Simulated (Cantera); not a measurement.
# Catalytic stagnation flow on Pt

A jet of 1.96 % CH₄, 7.03 % O₂, 91.0 % N₂, equivalence ratio 0.56 at 300 K and 62.3 Torr hits a platinum plate 7.7 cm away at a mass flux of 0.16 kg/m²/s; the plate temperature is set and raised in steps from an oxygen-covered start.

Model: Deutschmann's 1995 Pt surface mechanism with GRI-Mech 3.0 gas chemistry, integrated in Cantera. Catalytic surfaces can have several steady states; this one follows from the mechanism file's or the stated starting coverage.

```csv
plate T (K),wall x CH₄,wall x O₂,wall x H₂O,wall x OH,wall x CO,wall x CO₂,θ free Pt,θ O*
900,0.0126,0.0554,0.0131,2.20e-8,5.34e-6,0.00858,0.241,0.758
950,0.00970,0.0493,0.0184,7.03e-8,5.77e-6,0.0121,0.318,0.681
1000,0.00744,0.0445,0.0225,1.91e-7,6.07e-6,0.0148,0.395,0.604
1050,0.00581,0.0411,0.0255,4.60e-7,6.42e-6,0.0168,0.470,0.529
1100,0.00466,0.0387,0.0275,9.98e-7,6.92e-6,0.0182,0.542,0.457
1150,0.00385,0.0370,0.0289,1.99e-6,7.65e-6,0.0191,0.608,0.391
1200,0.00328,0.0359,0.0299,3.70e-6,8.68e-6,0.0198,0.669,0.330
```
x: mole fraction at the wall; θ: surface coverage.
